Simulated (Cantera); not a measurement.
Input: 1 mol HI, 1.3 mol O₂, at 600 °C and 133 Pa.

Method: chemical equilibrium by Gibbs-energy minimisation in Cantera with the NASA 1993 tables (ideal gas, pure condensed phases). Candidate condensed phases: H₂O, I₂; 12 gas species. Rates play no part.

Base state: O₂ 0.473, H₂O 0.225, I 0.153, I₂ 0.149 (mole fractions); condensed: gas only.

**Question.** What changes in the equilibrium state with this change: temperature from 600 °C to 2702 °C?

**Answer.** 
```csv
species,before,after
O,<1e-9,0.515
I,0.153,0.228
H,<1e-9,0.210
O₂,0.473,0.0328
H₂O,0.225,0.000443
I₂,0.149,8.98e-8
OH,6.48e-8,0.0110
H₂,<1e-9,0.00276
HI,7.52e-6,4.78e-5
```

**Question.** What changes in the equilibrium state with this change: temperature from 600 °C to 1800 °C?

**Answer.** 
| species | before | after |
|---|---|---|
| O₂ | 0.473 | 0.391 |
| I | 0.153 | 0.384 |
| H₂O | 0.225 | 0.174 |
| I₂ | 0.149 | 4.08e-6 |
| O | <1e-9 | 0.0197 |
| OH | 6.48e-8 | 0.0233 |
| H | <1e-9 | 0.00442 |
| H₂ | <1e-9 | 0.00375 |
